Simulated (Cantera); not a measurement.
A perfectly stirred reactor is fed with CH₃OH : O₂ : N₂ = 0.012 : 0.0091 : 1 (molar parts), equivalence ratio 2.0, at 10.0 bar; it is held at 1500 K, and followed from long to short residence time.

Detailed kinetics in Cantera: GRI-Mech 3.0 (53 species, 325 reactions). GRI-Mech 3.0 was tuned for natural gas; its chemistry of methanol as a main component is partial and can be far from experiment.

Problem. What does this change do: pressure from 10.0 bar to 1.01 bar?

Solution. 
```tsv
quantity	before	after
x(CH₃OH) at τ = 2.70 s	1.05e-6	1.87e-7
x(O₂) at τ = 2.70 s	1.95e-5	4.24e-6
x(HO₂) at τ = 2.70 s	1.25e-8	1.15e-9
x(C₂H₂) at τ = 2.70 s	9.16e-6	2.00e-8
x(NO₂) at τ = 2.70 s	<1e-12	<1e-12
x(CH₃OH) at τ = 98.0 ms	2.21e-6	1.47e-6
x(O₂) at τ = 98.0 ms	3.88e-5	3.32e-5
x(HO₂) at τ = 98.0 ms	8.82e-8	1.00e-8
x(C₂H₂) at τ = 98.0 ms	7.16e-7	3.19e-7
x(NO₂) at τ = 98.0 ms	1.28e-11	6.99e-12
```

Problem. What does this change do: temperature 1500 to 1075 K?

Solution. 
```json
[
 {"quantity": "x(CH₃OH) at τ = 2.70 s", "before": "1.05e-6", "after": "4.18e-5"},
 {"quantity": "x(O₂) at τ = 2.70 s", "before": "1.95e-5", "after": "0.000158"},
 {"quantity": "x(HO₂) at τ = 2.70 s", "before": "1.25e-8", "after": "8.39e-7"},
 {"quantity": "x(C₂H₂) at τ = 2.70 s", "before": "9.16e-6", "after": "1.13e-11"},
 {"quantity": "x(NO₂) at τ = 2.70 s", "before": "<1e-12", "after": "2.54e-12"},
 {"quantity": "x(CH₃OH) at τ = 98.0 ms", "before": "2.21e-6", "after": "0.000568"},
 {"quantity": "x(O₂) at τ = 98.0 ms", "before": "3.88e-5", "after": "0.00106"},
 {"quantity": "x(HO₂) at τ = 98.0 ms", "before": "8.82e-8", "after": "1.06e-5"},
 {"quantity": "x(C₂H₂) at τ = 98.0 ms", "before": "7.16e-7", "after": "1.19e-12"},
 {"quantity": "x(NO₂) at τ = 98.0 ms", "before": "1.28e-11", "after": "1.43e-11"}
]
```
